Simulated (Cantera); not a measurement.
Cantera run:

```python
import numpy as np
import cantera as ct

gas_names = """
    Cu CuF CuF2 Cu2 F F2 H HF H2 H2F2 H3F3 H4F4 H5F5 H6F6 H7F7 N NF NF2 NF3 NH NH2 NH3 N2 N2H2 N2H4
""".split()
cond_names = """
    Cu(cr) Cu(L) CuF2(s) CuF2(L)
""".split()


def load(file, names, dense=False):
    # The tables refer to 1 bar. Condensed volumes are neglected.
    table = {s.name: s for s in ct.Species.list_from_file(file)}
    out = []
    for n in names:
        d = dict(table[n].input_data)
        d["thermo"] = dict(d["thermo"], **{"reference-pressure": 1e5})
        if dense:
            d["equation-of-state"] = {"model": "constant-volume", "density": "1e6 g/cm^3"}
        out.append(ct.Species.from_dict(d))
    return out


gas = ct.Solution(thermo="ideal-gas", species=load("nasa_gas.yaml", gas_names))
cond = {s.name: ct.Solution(thermo="fixed-stoichiometry", species=[s], name=s.name)
        for s in load("nasa_condensed.yaml", cond_names, dense=True)}
atoms = {
    'Cu': {'Cu': 1},
    'HF': {'H': 1, 'F': 1},
    'N2': {'N': 2},
}
top_T = {}  # K; cautious upper limits of use, not melting points


def equilibrate(T, P, feed):
    n = {}
    for name, mol in feed.items():
        for a, k in atoms[name].items():
            n[a] = n.get(a, 0.0) + k * mol
    gas.TPX = T, P, n
    mass = sum(n.values()) * gas.mean_molecular_weight
    gas.equilibrate("TP")
    valid = [c for c in cond.values() if c.min_temp <= T <= top_T.get(c.name, c.max_temp)]
    mix = ct.Mixture([(gas, mass / gas.mean_molecular_weight)] + [(c, 0.0) for c in valid])
    mix.T, mix.P = T, P
    mix.equilibrate("TP", solver="vcs", rtol=1e-11, max_steps=5000)
    return mix


results = []
feed = {'Cu': 1, 'HF': 12, 'N2': 35}  # mol
for P in [1, 3.6, 13, 46, 170, 600, 2200, 7700, 28000, 100000]:
    for T in [900, 950, 1000, 1050, 1100, 1150, 1200, 1250, 1300, 1350, 1400, 1450]:
        mix = equilibrate(T, P, feed)
        results.append((T, P, feed, dict(zip(mix.species_names, mix.species_moles))))

for T, P, feed, n in results:
    print(f"{T:7g} {P:10.4g}  " + (" + ".join(c for c in cond_names if n.get(c, 0) > 1e-12) or "gas only"))
```

Result:

```
    900          1  Cu(cr)
    950          1  Cu(cr)
   1000          1  Cu(cr)
   1050          1  Cu(cr)
   1100          1  Cu(cr)
   1150          1  Cu(cr)
   1200          1  Cu(cr)
   1250          1  Cu(cr)
   1300          1  Cu(cr)
   1350          1  gas only
   1400          1  gas only
   1450          1  gas only
    900        3.6  Cu(cr)
    950        3.6  Cu(cr)
   1000        3.6  Cu(cr)
   1050        3.6  Cu(cr)
   1100        3.6  Cu(cr)
   1150        3.6  Cu(cr)
   1200        3.6  Cu(cr)
   1250        3.6  Cu(cr)
   1300        3.6  Cu(cr)
   1350        3.6  Cu(cr)
   1400        3.6  gas only
   1450        3.6  gas only
    900         13  Cu(cr)
    950         13  Cu(cr)
   1000         13  Cu(cr)
   1050         13  Cu(cr)
   1100         13  Cu(cr)
   1150         13  Cu(cr)
   1200         13  Cu(cr)
   1250         13  Cu(cr)
   1300         13  Cu(cr)
   1350         13  Cu(cr)
   1400         13  Cu(L)
   1450         13  gas only
    900         46  Cu(cr)
    950         46  Cu(cr)
   1000         46  Cu(cr)
   1050         46  Cu(cr)
   1100         46  Cu(cr)
   1150         46  Cu(cr)
   1200         46  Cu(cr)
   1250         46  Cu(cr)
   1300         46  Cu(cr)
   1350         46  Cu(cr)
   1400         46  Cu(L)
   1450         46  Cu(L)
    900        170  Cu(cr)
    950        170  Cu(cr)
   1000        170  Cu(cr)
   1050        170  Cu(cr)
   1100        170  Cu(cr)
   1150        170  Cu(cr)
   1200        170  Cu(cr)
   1250        170  Cu(cr)
   1300        170  Cu(cr)
   1350        170  Cu(cr)
   1400        170  Cu(L)
   1450        170  Cu(L)
    900        600  Cu(cr)
    950        600  Cu(cr)
   1000        600  Cu(cr)
   1050        600  Cu(cr)
   1100        600  Cu(cr)
   1150        600  Cu(cr)
   1200        600  Cu(cr)
   1250        600  Cu(cr)
   1300        600  Cu(cr)
   1350        600  Cu(cr)
   1400        600  Cu(L)
   1450        600  Cu(L)
    900       2200  Cu(cr)
    950       2200  Cu(cr)
   1000       2200  Cu(cr)
   1050       2200  Cu(cr)
   1100       2200  Cu(cr)
   1150       2200  Cu(cr)
   1200       2200  Cu(cr)
   1250       2200  Cu(cr)
   1300       2200  Cu(cr)
   1350       2200  Cu(cr)
   1400       2200  Cu(L)
   1450       2200  Cu(L)
    900       7700  Cu(cr)
    950       7700  Cu(cr)
   1000       7700  Cu(cr)
   1050       7700  Cu(cr)
   1100       7700  Cu(cr)
   1150       7700  Cu(cr)
   1200       7700  Cu(cr)
   1250       7700  Cu(cr)
   1300       7700  Cu(cr)
   1350       7700  Cu(cr)
   1400       7700  Cu(L)
   1450       7700  Cu(L)
    900    2.8e+04  Cu(cr)
    950    2.8e+04  Cu(cr)
   1000    2.8e+04  Cu(cr)
   1050    2.8e+04  Cu(cr)
   1100    2.8e+04  Cu(cr)
   1150    2.8e+04  Cu(cr)
   1200    2.8e+04  Cu(cr)
   1250    2.8e+04  Cu(cr)
   1300    2.8e+04  Cu(cr)
   1350    2.8e+04  Cu(cr)
   1400    2.8e+04  Cu(L)
   1450    2.8e+04  Cu(L)
    900      1e+05  Cu(cr)
    950      1e+05  Cu(cr)
   1000      1e+05  Cu(cr)
   1050      1e+05  Cu(cr)
   1100      1e+05  Cu(cr)
   1150      1e+05  Cu(cr)
   1200      1e+05  Cu(cr)
   1250      1e+05  Cu(cr)
   1300      1e+05  Cu(cr)
   1350      1e+05  Cu(cr)
   1400      1e+05  Cu(L)
   1450      1e+05  Cu(L)
```

Cantera equilibrium calculation (NASA polynomials, part measured and part estimated; ideal gas, pure solids and liquids).
